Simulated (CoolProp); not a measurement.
Vapour-liquid equilibrium of C3F8 (R218) (1) + R134a (2) at 209.2 K; x and y are mole fractions of (1).

Values from CoolProp's multi-fluid Helmholtz-energy mixture model, Lemmon 2006 and Tillner-Roth 1994; pair parameters Bell 2016.

```tsv
x	bubble pressure (MPa)	y at the bubble point	dew pressure at overall composition x (MPa)	liquid density (mol/L)
0.05	0.01865	0.371	0.01283	14.13
0.2	0.02713	0.605	0.01504	12.98
0.35	0.02911	0.649	0.01812	?
0.5	0.02951	0.662	0.02266	11.14
0.65	?	0.676	0.02914	?
0.8	0.02940	0.721	0.02814	9.800
0.95	0.02676	0.875	0.02536	9.272
```

Question: Complete the blanks.

Answer: 
- 0.35, liquid density (mol/L): 11.99
- 0.65, bubble pressure (MPa): 0.02966
- 0.65, liquid density (mol/L): 10.42

y crosses x between x = 0.65 and 0.8: the model has an azeotrope there.

Pair parameters are fitted to limited data, so mixtures are less certain than the pure fluids. With so large a gap from Raoult's law the liquid may split in two, which this calculation doesn't test in full.
